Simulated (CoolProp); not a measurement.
Aqueous lithium chloride as a coolant, 10 % by mass, freezing at -12.2 °C, 1 atm.

The numbers come from the Melinder's fits for secondary coolants in CoolProp.

```json
[
 {"T (°C)": "-8.4", "viscosity (mPa s)": "(withheld)", "cp (kJ/(kg K))": "3.618", "conductivity (W/(m K))": "0.530", "density (kg/m³)": "1060"},
 {"T (°C)": "-3.8", "viscosity (mPa s)": "2.73", "cp (kJ/(kg K))": "3.626", "conductivity (W/(m K))": "0.537", "density (kg/m³)": "1060"},
 {"T (°C)": "0.8", "viscosity (mPa s)": "2.35", "cp (kJ/(kg K))": "3.634", "conductivity (W/(m K))": "0.544", "density (kg/m³)": "1059"},
 {"T (°C)": "5.4", "viscosity (mPa s)": "2.05", "cp (kJ/(kg K))": "3.643", "conductivity (W/(m K))": "(withheld)", "density (kg/m³)": "1059"},
 {"T (°C)": "9.9", "viscosity (mPa s)": "1.81", "cp (kJ/(kg K))": "3.651", "conductivity (W/(m K))": "0.558", "density (kg/m³)": "1058"},
 {"T (°C)": "14.5", "viscosity (mPa s)": "(withheld)", "cp (kJ/(kg K))": "3.660", "conductivity (W/(m K))": "0.565", "density (kg/m³)": "1057"},
 {"T (°C)": "19.1", "viscosity (mPa s)": "1.44", "cp (kJ/(kg K))": "3.669", "conductivity (W/(m K))": "0.572", "density (kg/m³)": "1056"},
 {"T (°C)": "23.7", "viscosity (mPa s)": "1.30", "cp (kJ/(kg K))": "3.677", "conductivity (W/(m K))": "0.579", "density (kg/m³)": "1055"},
 {"T (°C)": "28.3", "viscosity (mPa s)": "1.18", "cp (kJ/(kg K))": "3.686", "conductivity (W/(m K))": "0.586", "density (kg/m³)": "1054"},
 {"T (°C)": "32.8", "viscosity (mPa s)": "1.07", "cp (kJ/(kg K))": "3.695", "conductivity (W/(m K))": "0.593", "density (kg/m³)": "1052"}
]
```

Question: Some entries are withheld; supply them.

Answer: 
- -8.4, viscosity (mPa s): 3.22
- 5.4, conductivity (W/(m K)): 0.551
- 14.5, viscosity (mPa s): 1.61
